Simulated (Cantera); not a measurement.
A closed system holds: 1 mol ZrN, 2.2 mol N₂, held at 8.80 Pa.

Method: chemical equilibrium by Gibbs-energy minimisation in Cantera with the NASA 1993 tables (ideal gas, pure condensed phases). Candidate condensed phases: Zr, ZrN; 4 gas species. ZrN: taken at fixed stoichiometry. Equilibrium is a limit: real reactors are often held back by kinetics, nucleation or transport.

x: gas mole fraction; n: condensed amount in mol.

```
T (K)   x N₂      x Zr  x N     x ZrN  n ZrN(s)
-----  -----  --------  ---  --------  --------
2323   1.000  0.000156  [?]  1.27e-11     1.000
2373   1.000  0.000441  [?]  3.97e-11     0.999
2423   0.999   0.00120  [?]  1.18e-10     0.997
2473   0.997   0.00312  [?]  3.34e-10     0.993
2523   0.992   0.00782  [?]  9.10e-10     0.983
2573   0.981    0.0190  [?]   2.38e-9     0.957
2623   0.955    0.0449  [?]   5.98e-9     0.894
2673   0.895     0.105  [?]   1.45e-8     0.727
2723   0.749     0.250  [?]   3.41e-8     0.118
2773   0.730     0.270  [?]   3.87e-8         0
2823   0.729     0.270  [?]   4.13e-8         0
2873   0.729     0.270  [?]   4.39e-8         0
2923   0.729     0.270  [?]   4.65e-8         0
2973   0.729     0.270  [?]   4.91e-8         0
```

Question: Fill in the missing entries.

Answer: 
- 2323, x N: 5.34e-6
- 2373, x N: 9.03e-6
- 2423, x N: 1.49e-5
- 2473, x N: 2.42e-5
- 2523, x N: 3.83e-5
- 2573, x N: 5.95e-5
- 2623, x N: 9.02e-5
- 2673, x N: 0.000132
- 2723, x N: 0.000180
- 2773, x N: 0.000260
- 2823, x N: 0.000377
- 2873, x N: 0.000539
- 2923, x N: 0.000762
- 2973, x N: 0.00106
